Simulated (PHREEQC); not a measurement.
Solution (25 °C): 0.016 mol/kgw BaCl2, 0.00027 mol/kgw CO2, 0.079 mol/kgw NaCl and 0.002 mol/kgw ZnBr2. Closed to the air; pH follows from the charge balance.

Model: ion-association model, phreeqc.dat, run in PHREEQC.

No solid was allowed to form.

Task: Estimate the pH, density.

Result: pH 4.92; density 1.004 g/cm³.

Task: In which forms is C present?

Result: CO2 95 %, HCO3- 4.7 % of the C.

Species that the database lacks are ignored.
